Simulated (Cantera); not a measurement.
## Fluorocarbon and chlorocarbon gases: C₂F₆ + HCl + H₂

Charge: 1 mol C₂F₆, 1.4 mol HCl, 3.4 mol H₂.

These are equilibrium values from Cantera (NASA tables, ideal gas, pure condensed phases), not measurements of a reactor. Candidate condensed phases: C, C₆H₆, C₇H₈, C₈H₁₈; 118 gas species. The feed counts by its element totals alone. Equilibrium is a limit: real reactors are often held back by kinetics, nucleation or transport.

Question: Map the stable condensed phases over T = 1698, 1898, 2098, 2298, 2498, 2698, 2898, 3098, 3298 K and P in Pa = 1, 5.2, 27, 140, 720, 3700, 19000, 100000.

Answer: 
```
T in K \ P in Pa
              1    5.2     27    140    720   3700  19000 100000
   3298       A      A      A      A      A      A      B      B
   3098       A      A      A      A      A      B      B      B
   2898       A      A      A      A      B      B      B      B
   2698       A      A      B      B      B      B      B      B
   2498       A      B      B      B      B      B      B      B
   2298       B      B      B      B      B      B      B      B
   2098       B      B      B      B      B      B      B      B
   1898       B      B      B      B      B      B      B      B
   1698       B      B      B      B      B      B      B      B
```
A: gas only; B: C.
